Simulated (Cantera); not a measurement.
Charge: 1 mol CH3F, 0.67 mol F2, 14 mol H2, 0.11 mol Si, equilibrated at 427 °C.

Method: chemical equilibrium by Gibbs-energy minimisation in Cantera with the NASA 1993 tables (ideal gas, pure condensed phases). Candidate condensed phases: C, C6H6, C7H8, C8H18, Si, SiC; 113 gas species. Equilibrium is a limit: real reactors are often held back by kinetics, nucleation or transport.

log p: log10 of the partial pressure in bar; n: condensed amount in mol.

| P (Pa) | log p H2 | log p HF | log p CH4 | log p SiF4 | n C(graphite) |
|---|---|---|---|---|---|
| 1 | -5.06 | -5.94 | -9.18 | -7.18 | 0.999 |
| 6.80 | … | … | … | … | 0.993 |
| 46 | -3.40 | -4.28 | -5.86 | -5.51 | 0.951 |
| 320 | -2.56 | -3.43 | -4.19 | -4.66 | 0.676 |
| 2200 | -1.75 | -2.57 | -2.85 | -3.81 | 0 |
| 15000 | … | … | … | … | 0 |
| 100000 | -0.09 | -0.91 | -1.19 | -2.15 | 0 |

Some entries are withheld; supply them.


- 15000, log p H2: -0.92
- 15000, log p HF: -1.74
- 15000, log p CH4: -2.02
- 15000, log p SiF4: -2.97
- 6.80, log p H2: -4.22
- 6.80, log p HF: -5.11
- 6.80, log p CH4: -7.52
- 6.80, log p SiF4: -6.34
